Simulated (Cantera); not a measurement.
An isothermal plug-flow reactor at 875 K and 46000 Pa (inlet), inlet velocity 0.29 m/s, active area per volume 110 1/m; feed 1.09 % CO, 18.8 % O2, 78.0 % N2, 2.17 % H2O, equivalence ratio 0.029.

Model: Deutschmann's 1995 Pt surface mechanism with GRI-Mech 3.0 gas chemistry, integrated in Cantera. Catalytic surfaces can have several steady states; this one follows from the mechanism file's or the stated starting coverage. Mass transfer to the wall is taken as infinitely fast.

x: gas mole fraction; θ: surface coverage.

```
z (m)        x CO   x O2   x H2O    x CO2  θ free Pt   θ O*    θ OH*  θ CO*
-------  --------  -----  ------  -------  ---------  -----  -------  -----
6.9e-05   0.00802  0.186  0.0217  0.00286      0.141  0.853  0.00257      …
0.00012   0.00716  0.186  0.0218  0.00372      0.128  0.867  0.00247      …
0.00022   0.00596  0.186  0.0218  0.00493      0.116  0.880  0.00236      …
0.00039   0.00460  0.185  0.0218  0.00629      0.106  0.891  0.00228      …
0.00069   0.00312  0.184  0.0218  0.00778     0.0983  0.899  0.00220      …
0.0012    0.00175  0.184  0.0218  0.00915     0.0927  0.905  0.00215      …
0.0022   0.000631  0.183  0.0218   0.0103     0.0888  0.909  0.00211      …
0.0039   0.000122  0.183  0.0218   0.0108     0.0873  0.911  0.00209      …
0.0069    7.04e-6  0.183  0.0218   0.0109     0.0869  0.911  0.00209      …
```

Problem. What belongs in the gaps?

Solution. 
- 6.9e-05, θ CO*: 0.00266
- 0.00012, θ CO*: 0.00192
- 0.00022, θ CO*: 0.00129
- 0.00039, θ CO*: 0.000827
- 0.00069, θ CO*: 0.000477
- 0.0012, θ CO*: 0.000237
- 0.0022, θ CO*: 7.79e-5
- 0.0039, θ CO*: 1.45e-5
- 0.0069, θ CO*: 8.30e-7
